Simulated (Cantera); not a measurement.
## Pyrogenic steam for wet oxidation

An isothermal, constant-pressure homogeneous reactor starts with 15.6 % H₂, 21.1 % O₂, 63.3 % N₂, at 1373 K and 0.310 bar.

Computed with Cantera and the H2/O2 subset of GRI-Mech 3.0, which has no nitrogen chemistry. The temperature is held fixed by assumption; the heat of reaction is taken as removed at once.

```csv
t (s),x H₂,x O₂,x OH,x H,x HO₂,x H₂O,x O
0.000400,0.00297,0.142,0.00394,0.00345,2.57e-5,0.161,0.00476
0.00103,0.000401,0.144,0.00140,0.000156,1.05e-5,0.168,0.000609
0.00265,5.48e-5,0.144,0.000529,8.19e-6,2.32e-6,0.169,8.57e-5
0.00684,1.06e-5,0.144,0.000241,7.61e-7,5.54e-7,0.169,1.77e-5
0.0176,2.77e-6,0.144,0.000126,1.08e-7,1.69e-7,0.169,4.83e-6
0.0454,8.94e-7,0.144,7.26e-5,2.07e-8,7.39e-8,0.169,1.60e-6
0.117,3.70e-7,0.144,4.68e-5,5.65e-9,5.39e-8,0.169,6.66e-7
0.301,2.48e-7,0.144,3.80e-5,3.11e-9,5.28e-8,0.169,4.40e-7
0.776,2.39e-7,0.144,3.72e-5,2.94e-9,5.28e-8,0.169,4.23e-7
2.00,2.39e-7,0.144,3.72e-5,2.94e-9,5.28e-8,0.169,4.23e-7
```
x: mole fraction; the columns are a selection and need not sum to one.

Equilibrium at this temperature and pressure: H₂ 2.39e-7, O₂ 0.144, OH 3.72e-5, H 2.94e-9, HO₂ 5.28e-8, H₂O 0.169, O 4.23e-7 (gas phase only).
